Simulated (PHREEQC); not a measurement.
0.052 g of hydrous ferric oxide (600 m²/g; 0.2 weak and 0.005 strong sites per Fe, Dzombak-Morel constants, diffuse double layer) in 1 kg of water with 0.1 mol/kgw of an inert sodium salt, at 25 °C; the pH is set by adding NaOH or the inert anion's acid. O2 is buffered at 0.21 atm. No CO2 enters from the air. Nothing may precipitate in this run.

Model: ion-association model, wateq4f.dat, run in PHREEQC.

Question: Predict surface charge σ (C/m²) at pH = 4.67, 6.67, 8.

Answer: 
```tsv
pH	surface charge σ (C/m²)
4.67	0.253
6.67	0.063
8	0.004
```

Species that the database lacks are ignored.
